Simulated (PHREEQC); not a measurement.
0.6 g of hydrous ferric oxide (600 m²/g; 0.2 weak and 0.005 strong sites per Fe, Dzombak-Morel constants, diffuse double layer) in 1 kg of water with 0.3 mol/kgw of an inert sodium salt and 0.00086 mol CaCl2 and 0.00034 mol MgCl2, at 25 °C; the pH is set by adding NaOH or the inert anion's acid. O2 is buffered at 0.21 atm. No CO2 enters from the air. Precipitation was switched off in this run.

The numbers come from PHREEQC with the ion-association model, wateq4f.dat.

```csv
pH,Ca sorbed (%),Mg sorbed (%),surface charge σ (C/m²)
3,0.0,0.0,0.368
4,0.0,0.0,0.349
5,0.0,0.0,0.270
5.5,0.0,0.0,0.211
6.5,0.3,0.2,0.107
7.5,2.9,7.3,0.040
8.5,10.3,59.4,0.007
9,19.5,79.3,-0.003
10,35.4,90.5,-0.012
11,39.5,91.5,-0.016
```

The oxide is taken as insoluble; below pH 4 it would dissolve.
